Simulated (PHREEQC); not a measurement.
Solution (16 °C): 0.0023 mol HBr, 0.0032 mol FeCl3 and 7.1e-05 mol KCl per kg of water. Closed to the air; pH follows from the charge balance.

The numbers come from PHREEQC with the ion-association model, phreeqc.dat.

```csv
quantity,before,after
pH,2.47,2.73
ionic strength (mol/kgw),0.0187,0.0207
Fe+3 (mol/kgw),0.00159,0.00111
FeOH+2 (mol/kgw),0.00107,0.00132
FeCl+2 (mol/kgw),0.000180,0.000116
Fe2(OH)2+4 (mol/kgw),0.000135,0.000215
SI of Goethite (FeOOH),+4.85,+5.44
SI of Hematite (Fe2O3),+11.66,+12.84
```

### Question
Name the change that produced these shifts.
A. HBr replaced by CdBr2 at the same molality
B. KCl from 7.1e-05 to 0.000355 mol/kgw
C. KCl left out
D. temperature from 16 to 65 °C
E. temperature from 16 to 85 °C

### Answer
A, HBr replaced by CdBr2 at the same molality

Precipitation was switched off in this run. Some of these states are supersaturated (in Hematite (slow to form), Goethite (slow to form), for instance).
